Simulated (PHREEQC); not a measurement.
## Brine

Solution (25 °C): 0.97 mol K2CO3, 2.7 mol KCl and 0.051 mol KBr per kg of water. Closed to the air; pH follows from the charge balance.

All values are PHREEQC results (Pitzer model, pitzer.dat), not measurements.

```yaml
pH: 11.89
ionic_strength: 5.66 mol/kgw
activity_of_water: 0.864
density: 1.195 g/cm³
osmotic_coefficient: 0.966
total_alkalinity: 1940 meq/kg
```

```tsv
species	molality	activity	log γ
K+	4.69	2.50	-0.273
Cl-	2.70	1.63	-0.218
CO3-2	0.965	0.0974	-0.996
Br-	0.0510	0.0336	-0.182
OH-	0.00522	0.00681	0.116
HCO3-	0.00522	0.00273	-0.281
CO2	5.67e-9	8.91e-9	0.196
```

No solid was allowed to form. In brines, pH and single-ion activities rest on the MacInnes convention.
